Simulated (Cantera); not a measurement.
Input (Python, Cantera):

```python
import numpy as np
import cantera as ct

gas = ct.Solution("gri30.yaml")
gas.TPX = 600, 500000, {'CH4': 1, 'H2': 0.11, 'O2': 1.47, 'N2': 11.9}
inlet = ct.Reservoir(gas, clone=True)
gas.equilibrate("HP")  # start burning
reactor = ct.IdealGasConstPressureReactor(gas, energy="on", clone=False)
exhaust = ct.Reservoir(gas, clone=True)
tau = [0.12, 0.056, 0.027, 0.013, 0.0064, 0.0031, 0.0015, 0.00073, 0.00035, 0.00017, 8.2e-05, 4e-05, 1.9e-05][0]
for a, b in ((inlet, reactor), (reactor, exhaust)):
    ct.MassFlowController(a, b, mdot=lambda t: reactor.mass / tau)
net = ct.ReactorNet([reactor])
show = ['CH4', 'H2', 'O2', 'CH2CO', 'H2O', 'C2H6', 'C2H']

rows = []
print(f"{'tau/s':>10s}{'T/K':>9s}" + "".join(f"{s:>11s}" for s in show))
for tau in [0.12, 0.056, 0.027, 0.013, 0.0064, 0.0031, 0.0015, 0.00073, 0.00035, 0.00017, 8.2e-05, 4e-05, 1.9e-05]:
    net.initial_time = 0.0
    net.advance(30 * tau)
    before = gas.X
    net.advance(40 * tau)
    drift = np.max(np.abs(gas.X - before) / (gas.X + 1e-9))
    rows.append([gas.T, *gas[show].X, drift])
    print(f"{tau:10.3e}{gas.T:9.1f}" + "".join(f"{x:11.3e}" for x in gas[show].X))
```

It prints:

```
     tau/s      T/K        CH4         H2         O2      CH2CO        H2O       C2H6        C2H
 1.200e-01   1623.7  5.940e-03  2.202e-02  1.433e-03  2.995e-05  1.064e-01  2.603e-05  3.835e-09
 5.600e-02   1612.4  6.242e-03  2.140e-02  2.377e-03  4.856e-05  1.062e-01  4.467e-05  4.472e-09
 2.700e-02   1594.2  6.577e-03  2.105e-02  3.836e-03  7.411e-05  1.056e-01  7.467e-05  4.702e-09
 1.300e-02   1562.5  7.274e-03  2.074e-02  6.451e-03  1.138e-04  1.040e-01  1.296e-04  4.029e-09
 6.400e-03   1479.7  9.942e-03  2.026e-02  1.374e-02  2.183e-04  9.806e-02  2.835e-04  1.393e-09
 3.100e-03    600.0  6.906e-02  7.597e-03  1.015e-01 -2.343e-18 -8.784e-16 -7.259e-18 -3.920e-44
 1.500e-03    600.0  6.906e-02  7.597e-03  1.015e-01 -1.712e-21 -3.267e-19 -5.305e-21 -2.455e-45
 7.300e-04    600.0  6.906e-02  7.597e-03  1.015e-01 -2.308e-24  8.765e-20 -7.120e-24 -4.799e-48
 3.500e-04    600.0  6.906e-02  7.597e-03  1.015e-01 -1.299e-26  2.440e-20 -3.178e-26 -1.179e-50
 1.700e-04    600.0  6.906e-02  7.597e-03  1.015e-01 -6.778e-29  7.086e-21  1.913e-27 -8.787e-53
 8.200e-05    600.0  6.906e-02  7.597e-03  1.015e-01 -6.921e-31  2.243e-21  4.319e-28 -7.093e-55
 4.000e-05    600.0  6.906e-02  7.597e-03  1.015e-01 -2.415e-32  8.206e-22  9.731e-29 -1.344e-56
 1.900e-05    600.0  6.906e-02  7.597e-03  1.015e-01 -1.196e-33  3.014e-22  1.777e-29 -4.870e-58
```

Detailed kinetics in Cantera: GRI-Mech 3.0 (53 species, 325 reactions).
